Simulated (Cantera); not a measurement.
Input: 1 mol CuO, 510 mol H2, held at 1.33 mbar.

Equilibrium computed with Cantera from the NASA thermochemical tables; the gas is ideal and each condensed phase is pure. Candidate condensed phases: Cu, CuO, Cu(OH)2, Cu2O, H2O; 12 gas species. The numbers say what is thermodynamically allowed, not how fast it happens.

Q: What share of the Cu ends up in condensed phases as a function of T (K), at 798, 948, 1098, 1248, 1398, 1548, 1698, 1848, 1998?

A: 
```json
[
 {"T (K)": "798", "Cu condensed (%)": "100.0", "as": "Cu(s)"},
 {"T (K)": "948", "Cu condensed (%)": "100.0", "as": "Cu(s)"},
 {"T (K)": "1098", "Cu condensed (%)": "100.0", "as": "Cu(s)"},
 {"T (K)": "1248", "Cu condensed (%)": "98.3", "as": "Cu(s)"},
 {"T (K)": "1398", "Cu condensed (%)": "50.3", "as": "Cu(l)"},
 {"T (K)": "1548", "Cu condensed (%)": "0.0", "as": "-"},
 {"T (K)": "1698", "Cu condensed (%)": "0.0", "as": "-"},
 {"T (K)": "1848", "Cu condensed (%)": "0.0", "as": "-"},
 {"T (K)": "1998", "Cu condensed (%)": "0.0", "as": "-"}
]
```
